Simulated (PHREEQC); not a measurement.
Dissolve 0.016 mol KCl, 0.018 mol CaCl2 and 0.00069 mol MgCl2 per kg of water at 70 °C. Closed to the air; pH follows from the charge balance.

All values are PHREEQC results (ion-association model, phreeqc.dat), not measurements.

| quantity | before | after |
|---|---|---|
| pH | 6.34 | 6.33 |
| MgOH+ (mol/kgw) | 9.51e-8 | 1.17e-7 |
| CaOH+ (mol/kgw) | 3.29e-9 | 4.09e-10 |

Which change was made?
(A) diluted 100-fold with water
(B) diluted 10-fold with water
(C) CaCl2 from 0.018 to 0.0018 mol/kgw
(D) MgCl2 from 0.00069 to 0.00138 mol/kgw
(E) CaCl2 from 0.018 to 0.0198 mol/kgw

C, CaCl2 from 0.018 to 0.0018 mol/kgw

This is a speciation only: nothing precipitates in the calculation. At this temperature some constants are extrapolated from 25 °C, and those without enthalpy data are left unchanged.
